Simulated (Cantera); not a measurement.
A Cantera script and what it prints.

```python
import numpy as np
import cantera as ct

gas_names = """
    C CH CH2 CH3 CH2OH CH3O CH4 CH3OH CN CO COS CO2 COOH CS CS2 C2 C2H CHCO,ketyl C2H2,acetylene
    C2H2,vinylidene CH2CO,ketene C2H3,vinyl CH3CN CH3CO,acetyl C2H4 C2H4O,ethylen CH3CHO,ethanal CH3COOH
    (HCOOH)2 C2H5 C2H6 CH3OCH3 C2H5OH CCN CNC C2N2 C2O C3 C3H3,propargyl C3H4,allene C3H4,propyne
    C3H4,cyclo- C3H5,allyl C3H6,propylene C3H6,cyclo- C3H6O C3H7,n-propyl C3H7,i-propyl C3H8
    C3H8O,1propanol C3H8O,2propanol C3O2 C4 C4H2 C4H4,1,3-cyclo- C4H6,butadiene C4H6,2-butyne
    C4H6,cyclo- C4H8,1-butene C4H8,cis2-buten C4H8,tr2-butene C4H8,isobutene C4H8,cyclo- (CH3COOH)2
    C4H9,n-butyl C4H9,i-butyl C4H9,s-butyl C4H9,t-butyl C4H10,isobutane C4H10,n-butane C4N2 C5
    C5H6,1,3cyclo- C5H8,cyclo- C5H10,1-pentene C5H10,cyclo- C5H11,pentyl C5H11,t-pentyl C5H12,n-pentane
    C5H12,i-pentane CH3C(CH3)2CH3 C6H2 C6H5,phenyl C6H5O,phenoxy C6H6 C6H5OH,phenol C6H10,cyclo-
    C6H12,1-hexene C6H12,cyclo- C6H13,n-hexyl C7H7,benzyl C7H8 C7H8O,cresol C7H14,1-heptene
    C7H15,n-heptyl C7H16,n-heptane C8H8,styrene C8H10,ethylbenz C8H16,1-octene C8H17,n-octyl
    C8H18,isooctane C8H18,n-octane C9H19,n-nonyl C10H8,naphthale C10H21,n-decyl C12H9,o-bipheny
    C12H10,bipheny H HCN HCO HCCN HNC HNCO HNO HNO2 HNO3 HO2 H2 HCHO,formaldehy HCOOH H2O H2O2 H2S H2SO4
    N NCO NH NH2 NH3 NH2OH NO NO2 NO3 N2 N2H2 N2H4 N2O O OH O2 O3 S SH SN SO SO2 SO3 S2 S2O S8
""".split()
cond_names = """
    C(gr) C6H6(L) C7H8(L) C8H18(L),n-octa H2O(s) H2O(L) H2SO4(L) S(cr1) S(cr2) S(L)
""".split()


def load(file, names, dense=False):
    # The tables refer to 1 bar. Condensed volumes are neglected.
    table = {s.name: s for s in ct.Species.list_from_file(file)}
    out = []
    for n in names:
        d = dict(table[n].input_data)
        d["thermo"] = dict(d["thermo"], **{"reference-pressure": 1e5})
        if dense:
            d["equation-of-state"] = {"model": "constant-volume", "density": "1e6 g/cm^3"}
        out.append(ct.Species.from_dict(d))
    return out


gas = ct.Solution(thermo="ideal-gas", species=load("nasa_gas.yaml", gas_names))
cond = {s.name: ct.Solution(thermo="fixed-stoichiometry", species=[s], name=s.name)
        for s in load("nasa_condensed.yaml", cond_names, dense=True)}
atoms = {
    'CS2': {'C': 1, 'S': 2},
    'H2O': {'H': 2, 'O': 1},
    'N2': {'N': 2},
}
top_T = {'C(gr)': 4500}  # K; cautious upper limits of use, not melting points


def equilibrate(T, P, feed):
    n = {}
    for name, mol in feed.items():
        for a, k in atoms[name].items():
            n[a] = n.get(a, 0.0) + k * mol
    gas.TPX = T, P, n
    mass = sum(n.values()) * gas.mean_molecular_weight
    gas.equilibrate("TP")
    valid = [c for c in cond.values() if c.min_temp <= T <= top_T.get(c.name, c.max_temp)]
    mix = ct.Mixture([(gas, mass / gas.mean_molecular_weight)] + [(c, 0.0) for c in valid])
    mix.T, mix.P = T, P
    mix.equilibrate("TP", solver="vcs", rtol=1e-11, max_steps=5000)
    return mix


results = []
feed = {'CS2': 1, 'H2O': 0.3, 'N2': 2}  # mol
P = 101325  # Pa
for T in [2525, 2575, 2625, 2675, 2725, 2775, 2825, 2875, 2925, 2975, 3025]:
    mix = equilibrate(T, P, feed)
    results.append((T, P, feed, dict(zip(mix.species_names, mix.species_moles))))

top = {s: max(r[3][s] / sum(r[3][g] for g in gas_names) for r in results) for s in gas_names}
cols = sorted((s for s in top if top[s] > 0.0001), key=lambda s: -top[s])[:7]
seen = [c for c in cond_names if any(r[3].get(c, 0) > 1e-12 for r in results)]
print("log10 of partial pressures in bar; condensed amounts in mol")
print(f"{'T/K':>10s}" + "".join(f"{s[:9]:>10s}" for s in cols + seen))
for T, P, feed, n in results:
    ng = sum(n[g] for g in gas_names)
    print(f"{T:10.4g}" + "".join(f"{np.log10(max(n[s] / ng * P / 1e5, 1e-99)):10.3f}" for s in cols)
          + "".join(f"{n.get(c, 0):10.4g}" for c in seen))
```

Result:

```
log10 of partial pressures in bar; condensed amounts in mol
       T/K        N2        CS        S2         S       CS2        CO        H2
      2525    -0.277    -1.007    -0.943    -1.785    -1.075    -1.101    -1.202
      2575    -0.280    -0.974    -0.939    -1.695    -1.126    -1.104    -1.212
      2625    -0.283    -0.944    -0.936    -1.609    -1.180    -1.107    -1.223
      2675    -0.286    -0.920    -0.937    -1.528    -1.236    -1.110    -1.236
      2725    -0.290    -0.899    -0.940    -1.451    -1.294    -1.113    -1.249
      2775    -0.293    -0.881    -0.945    -1.379    -1.353    -1.117    -1.264
      2825    -0.297    -0.867    -0.954    -1.310    -1.415    -1.120    -1.281
      2875    -0.300    -0.855    -0.965    -1.245    -1.478    -1.124    -1.300
      2925    -0.304    -0.845    -0.979    -1.184    -1.542    -1.127    -1.320
      2975    -0.308    -0.838    -0.996    -1.127    -1.607    -1.131    -1.342
      3025    -0.312    -0.832    -1.016    -1.074    -1.674    -1.135    -1.367
```

Equilibrium computed with Cantera from the NASA thermochemical tables; the gas is ideal and each condensed phase is pure.
